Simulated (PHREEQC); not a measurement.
Dissolve 0.0012 mol/kgw KHSO4 at 25 °C. Closed to the air; pH follows from the charge balance.

All values are PHREEQC results (ion-association model, phreeqc.dat), not measurements.

The ionic strength comes out as 0.00340 mol/kgw. What activity coefficients do K+, SO4-2, KSO4-, H+, HSO4- get?

K+ 0.94, SO4-2 0.78, KSO4- 0.94, H+ 0.94, HSO4- 0.94.

This is a speciation only: nothing precipitates in the calculation. Species that the database lacks are ignored.
